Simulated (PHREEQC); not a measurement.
# Reverse-osmosis permeate

Synthetic water in mg/L, 25 °C, pH 5.64, pe 10.4: Na 1.33; K 0.067; Ca 1.62; Mg 0.113; Cl 0.142; S(6) as SO4 4.01; Alkalinity as HCO3 4.04; Sr 0.0291; Br 0.013; Si as SiO2 0.0249; F 0.0826; Li 0.00233; Cd 0.0471.

Valence states are taken as typed.

Computed with PHREEQC (ion-association model, wateq4f.dat).

Each row changes one thing in this solution. No solid was allowed to form.

```tsv
case	CO2 (mol/kgw)	HCO3- (mol/kgw)	CaSO4 (mol/kgw)	MgSO4 (mol/kgw)	CaHCO3+ (mol/kgw)	HF (mol/kgw)	SI of Quartz (SiO2)	SI of Otavite (CdCO3)
as made	0.000347	6.85e-5	2.87e-7	3.87e-8	3.26e-8	1.46e-8	-2.40	-3.18
pH from 5.64 to 5.5 at the same alkalinity	0.000485	6.94e-5	2.87e-7	3.87e-8	3.31e-8	2.01e-8	-2.40	-3.31
all concentrations times 2 at the same typed pH	0.000677	0.000135	1.07e-6	1.44e-7	1.24e-7	2.90e-8	-2.10	-2.60
pH from 5.64 to 6.64 at the same alkalinity	3.36e-5	6.63e-5	2.87e-7	3.88e-8	3.16e-8	1.47e-9	-2.40	-2.19
```

Species that the database lacks are ignored. SiF6-2 is the database's only silicon fluoride.
